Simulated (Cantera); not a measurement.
Gas-phase reforming

An isothermal, constant-pressure homogeneous reactor starts with CH4 : H2O : H2 = 1 : 0.34 : 0.47 (molar parts), at 1523 K and 75.0 Torr.

Model: GRI-Mech 3.0 (53 species, 325 reactions), integrated in Cantera. GRI-Mech 3.0 stops at C3 and has no aromatics, soot or wall deposition, so with more carbon than oxygen in the feed, carbon stays in small species such as C2H2 where larger ones or solid carbon would form.

```csv
t (s),x CH4,x H2O,x H2,x O2,x C2H6,x H2O2,x HO2
0.000100,0.552,0.188,0.260,<1e-12,6.47e-9,<1e-12,<1e-12
0.000274,0.552,0.188,0.260,<1e-12,1.32e-7,<1e-12,<1e-12
0.000753,0.552,0.188,0.260,<1e-12,2.46e-6,<1e-12,<1e-12
0.00207,0.552,0.188,0.260,<1e-12,3.32e-5,<1e-12,<1e-12
0.00567,0.551,0.188,0.260,<1e-12,0.000192,<1e-12,<1e-12
0.0156,0.547,0.187,0.263,<1e-12,0.000431,<1e-12,<1e-12
0.0427,0.532,0.186,0.274,1.10e-12,0.000466,<1e-12,<1e-12
0.117,0.494,0.181,0.305,2.00e-12,0.000393,<1e-12,<1e-12
0.321,0.412,0.171,0.371,1.64e-12,0.000266,<1e-12,<1e-12
0.882,0.284,0.154,0.474,<1e-12,0.000128,<1e-12,<1e-12
2.42,0.148,0.134,0.586,<1e-12,3.98e-5,<1e-12,<1e-12
6.64,0.0599,0.110,0.666,<1e-12,8.58e-6,<1e-12,<1e-12
18.2,0.0307,0.0743,0.712,<1e-12,2.87e-6,<1e-12,<1e-12
50.0,0.0214,0.0325,0.749,<1e-12,1.62e-6,<1e-12,<1e-12
```
x: mole fraction; the columns are a selection and need not sum to one.

Equilibrium at this temperature and pressure: CH4 0.0142, H2O 1.19e-7, H2 0.777, O2 <1e-12, C2H6 9.61e-7, H2O2 <1e-12, HO2 <1e-12 (gas phase only).
